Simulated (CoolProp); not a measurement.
R152A along the isobar 9790 kPa: Z from the reference equation and from simpler models built on Tc = 386.4 K, pc = 4517 kPa, ω = 0.275; each cubic takes its own stable root.

The numbers come from the reference Helmholtz-energy equation of state, Outcalt 1996 in CoolProp. It is a modified Benedict-Webb-Rubin equation, recast in Helmholtz form.

| T (K) | phase | reference |
|---|---|---|
| 305.4 | liquid | 0.2789 |
| 314.3 | liquid | 0.2771 |
| 323.2 | liquid | 0.2760 |
| 332.1 | liquid | 0.2755 |
| 341.1 | liquid | 0.2758 |
| 350 | liquid | 0.2769 |
| 358.9 | liquid | 0.2790 |
| 367.8 | liquid | 0.2823 |
| 376.7 | liquid | 0.2871 |
| 385.6 | liquid | 0.2939 |
| 394.6 | supercritical | 0.3036 |
| 403.5 | supercritical | 0.3170 |
| 412.4 | supercritical | 0.3361 |
| 421.3 | supercritical | 0.3632 |

How far does each simpler model (Redlich-Kwong, Soave-Redlich-Kwong, Peng-Robinson) lie from the reference over these 14 states: mean and median of the absolute difference, and the worst?


- Redlich-Kwong: mean 24.1 %, median 24.7 %, worst +25.7 % at 376.7 K and 9790 kPa
- Soave-Redlich-Kwong: mean 23.4 %, median 23.0 %, worst +27.7 % at 412.4 K and 9790 kPa
- Peng-Robinson: mean 10.7 %, median 9.7 %, worst +17.2 % at 421.3 K and 9790 kPa
